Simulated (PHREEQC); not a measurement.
Consider water at 41 °C with 0.27 mol CdCl2, 0.059 mol Na2SO4 and 0.63 mol HCl per kg of water. Closed to the air; pH follows from the charge balance.

Equilibrium calculation in PHREEQC: ion-association model, phreeqc.dat.

Question: The ionic strength comes out as 0.810 mol/kgw. What activity coefficients do SO4-2, Cd(SO4)2-2, Cd+2, Na+, NaSO4- get?

Answer: SO4-2 0.16, Cd(SO4)2-2 0.33, Cd+2 0.33, Na+ 0.71, NaSO4- 0.66.

This is a speciation only: nothing precipitates in the calculation. Ionic strength above about 0.7 mol/kgw puts this run outside the model's range. Away from 25 °C the constants follow the database's enthalpies or fits; those with neither stay at their 25 °C values.
